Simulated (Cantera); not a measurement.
Input: 1 mol Si, 0.03 mol H2O, 31 mol N2, 1.1 mol CH4, held at 10000 Pa.

These are equilibrium values from Cantera (NASA tables, ideal gas, pure condensed phases), not measurements of a reactor. Candidate condensed phases: C, C6H6, C7H8, C8H18, H2O, Si, SiC, SiO2, Si2N2O, Si3N4; 151 gas species. N2 is the only nitrogen source here; it is nearly inert below about 1500 K, so the nitride shown seldom forms there in practice. Mutual solubility and eutectic melting of coexisting phases are not modelled. Rates play no part.

x: gas mole fraction; n: condensed amount in mol.

```
T (K)   x N2    x H2     x HCN  x H      x CO     x HNC      x Si  n C(graphite)  n Si2N2O(s)  n Si3N4(s)  n SiC(s)
-----  -----  ------  --------  ---  --------  --------  --------  -------------  -----------  ----------  --------
1473   0.931  0.0683  0.000220  ___  0.000249   3.39e-6  2.43e-10           1.08       0.0219       0.319         0
1523   0.932  0.0669  0.000310  ___  0.000695   5.63e-6   1.44e-9         0.0801      0.00686           0     0.986
1573   0.932  0.0668  0.000431  ___  0.000900   9.11e-6   5.26e-9         0.0554            0           0     1.000
1623   0.932  0.0667  0.000587  ___  0.000899   1.43e-5   1.78e-8         0.0500            0           0     1.000
1673   0.932  0.0666  0.000785  ___  0.000899   2.19e-5   5.58e-8         0.0431            0           0     1.000
1723   0.931  0.0664   0.00103  ___  0.000898   3.27e-5   1.64e-7         0.0344            0           0     1.000
1773   0.931  0.0662   0.00133  ___  0.000897   4.76e-5   4.53e-7         0.0237            0           0     1.000
1823   0.931  0.0660   0.00170  ___  0.000897   6.79e-5   1.18e-6         0.0106            0           0     1.000
1873   0.931  0.0657   0.00200  ___  0.000895   8.87e-5   3.13e-6              0            0           0     1.000
1923   0.931  0.0656   0.00201  ___  0.000890   9.85e-5   9.16e-6              0            0           0     0.999
1973   0.930  0.0654   0.00203  ___  0.000882  0.000110   2.52e-5              0            0           0     0.998
2023   0.930  0.0651   0.00208  ___  0.000870  0.000123   6.46e-5              0            0           0     0.996
```

### Question
Fill in the missing entries.

### Answer

- 1473, x H: 1.05e-5
- 1523, x H: 1.89e-5
- 1573, x H: 3.32e-5
- 1623, x H: 5.65e-5
- 1673, x H: 9.29e-5
- 1723, x H: 0.000149
- 1773, x H: 0.000232
- 1823, x H: 0.000352
- 1873, x H: 0.000523
- 1923, x H: 0.000763
- 1973, x H: 0.00109
- 2023, x H: 0.00153
